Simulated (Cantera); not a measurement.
Cantera run, input and output.

```python
import numpy as np
import cantera as ct

gas = ct.Solution("h2o2.yaml")
gas.TPX = 350, 31000, {'H2': 1, 'O2': 0.385, 'N2': 1.45}
flame = ct.FreeFlame(gas, width=0.091)
flame.set_refine_criteria(ratio=3, slope=0.08, curve=0.16)
flame.transport_model = "mixture-averaged"
flame.solve(loglevel=0, auto=True)
z, T = flame.grid, flame.T
thick = (T[-1] - T[0]) / np.gradient(T, z).max()
show = ['H2', 'O2', 'H2O2', 'H', 'OH', 'H2O']
print(f"laminar burning velocity  {flame.velocity[0] * 100:.3f} cm/s")
print(f"burnt temperature         {T[-1]:.1f} K")
print(f"thermal thickness         {thick * 1e3:.4f} mm")
print(f"grid points               {len(z)}")
z0 = z[flame.heat_release_rate.argmax()]
print(f"{'z/mm':>9s}{'T/K':>9s}{'u/(m/s)':>9s}" + "".join(f"{s:>11s}" for s in show))
rows = []
for k in (-3, -2, -1.5, -1, -0.5, -0.25, 0, 0.25, 0.5, 1, 2, 4, 8):
    zz = z0 + k * thick
    rows.append([k * thick, np.interp(zz, z, T), np.interp(zz, z, flame.velocity),
                 *(np.interp(zz, z, flame.X[gas.species_index(s)]) for s in show)])
    print(f"{rows[-1][0] * 1e3:9.3f}{rows[-1][1]:9.1f}{rows[-1][2]:9.3f}" + "".join(f"{x:11.3e}" for x in rows[-1][3:]))
```

It prints:

```
laminar burning velocity  325.809 cm/s
burnt temperature         2339.2 K
thermal thickness         1.7388 mm
grid points               132
     z/mm      T/K  u/(m/s)         H2         O2       H2O2          H         OH        H2O
   -5.216    350.0    3.258  3.527e-01  1.358e-01  4.620e-17  4.149e-19  1.358e-18  2.591e-15
   -3.478    350.0    3.258  3.527e-01  1.358e-01  4.101e-15  4.662e-17  1.498e-16  4.140e-13
   -2.608    350.0    3.258  3.527e-01  1.358e-01  1.663e-13  1.301e-15  4.085e-15  1.468e-11
   -1.739    350.0    3.258  3.527e-01  1.358e-01  7.199e-11  2.077e-12  3.953e-12  4.608e-09
   -0.869    354.2    3.290  3.511e-01  1.361e-01  1.453e-06  2.842e-06  3.340e-06  5.009e-05
   -0.435    594.9    5.389  3.193e-01  1.318e-01  5.168e-05  5.198e-03  9.305e-04  1.661e-02
    0.000   1077.4    9.424  2.046e-01  9.275e-02  1.475e-06  4.815e-02  2.153e-03  1.059e-01
    0.435   1385.6   11.984  9.959e-02  2.926e-02  1.261e-06  8.468e-02  6.317e-03  2.219e-01
    0.869   1516.4   13.029  8.062e-02  1.419e-02  9.625e-07  8.442e-02  8.425e-03  2.502e-01
    1.739   1652.5   14.075  8.229e-02  1.048e-02  5.902e-07  7.189e-02  1.028e-02  2.588e-01
    3.478   1796.8   15.147  8.602e-02  8.220e-03  3.131e-07  5.714e-02  1.158e-02  2.664e-01
    6.955   1941.3   16.188  8.839e-02  5.874e-03  1.616e-07  4.296e-02  1.194e-02  2.756e-01
   13.910   2075.6   17.125  8.951e-02  3.703e-03  8.721e-08  3.040e-02  1.106e-02  2.857e-01
```

Cantera simulation using the H2/O2 subset of GRI-Mech 3.0, which has no nitrogen chemistry; the numbers are that mechanism's predictions, not measurements. Burning velocities carry a grid error of a few per cent, more on coarse grids.
